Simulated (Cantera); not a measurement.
Charge: 1 mol HCl, 2.7 mol O₂, equilibrated at 675 °C and 0.510 bar.

Equilibrium computed with Cantera from the NASA thermochemical tables; the gas is ideal and each condensed phase is pure. Candidate condensed phases: H₂O; 14 gas species. Rates play no part.

Base state: O₂ 0.720, HCl 0.133, H₂O 0.0734, Cl₂ 0.0733, Cl 6.51e-5, HOCl 1.19e-5 (mole fractions); condensed: gas only.

Q: What changes in the equilibrium state with this change: pressure from 0.510 bar to 5.70 mbar?

A: 
```
species   before     after
-------  -------  --------
O₂         0.720     0.725
HCl        0.133     0.202
H₂O       0.0734    0.0364
Cl₂       0.0733    0.0361
Cl       6.51e-5  0.000432
HOCl     1.19e-5   1.92e-6
```

Q: What changes in the equilibrium state with this change: temperature from 675 °C to 875 °C?

A: 
```json
[
 {"species": "O₂", "before": "0.720", "after": "0.723"},
 {"species": "HCl", "before": "0.133", "after": "0.176"},
 {"species": "H₂O", "before": "0.0734", "after": "0.0506"},
 {"species": "Cl₂", "before": "0.0733", "after": "0.0501"},
 {"species": "Cl", "before": "6.51e-5", "after": "0.000842"},
 {"species": "ClO", "before": "2.84e-6", "after": "2.23e-5"},
 {"species": "HOCl", "before": "1.19e-5", "after": "2.26e-5"}
]
```

Q: What changes in the equilibrium state with this change: pressure from 0.510 bar to 47.0 Pa?

A: 
```csv
species,before,after
O₂,0.720,0.726
HCl,0.133,0.229
H₂O,0.0734,0.0222
Cl₂,0.0733,0.0217
HOCl,1.19e-5,6.23e-7
Cl,6.51e-5,0.00116
```
